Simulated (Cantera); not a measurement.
Charge: 1 mol SiH4, 0.025 mol HCl, 11 mol N2, equilibrated at 1350 °C and 0.00210 bar.

These are equilibrium values from Cantera (NASA tables, ideal gas, pure condensed phases), not measurements of a reactor. Candidate condensed phases: NH4Cl, Si, Si3N4; 28 gas species. Rates play no part.

Base state: N2 0.836, H2 0.162, HCl 0.00195, H 0.000607, SiCl2 3.29e-5, Si 2.99e-5 (mole fractions); condensed: Si3N4(s).

Problem. What changes in the equilibrium state with this change: 0.042 mol H2O added?

Solution. 
| species | before | after |
|---|---|---|
| N2 | 0.836 | 0.831 |
| H2 | 0.162 | 0.163 |
| SiO | 0 | 0.00337 |
| SiCl2 | 3.29e-5 | 3.21e-5 |
| HCl | 0.00195 | 0.00193 |
| H | 0.000607 | 0.000611 |
| Si | 2.99e-5 | 3.00e-5 |
| Si3N4(s), mol | 0.333 | 0.319 |
Further candidate phases: H2O, SiO2, Si2N2O.
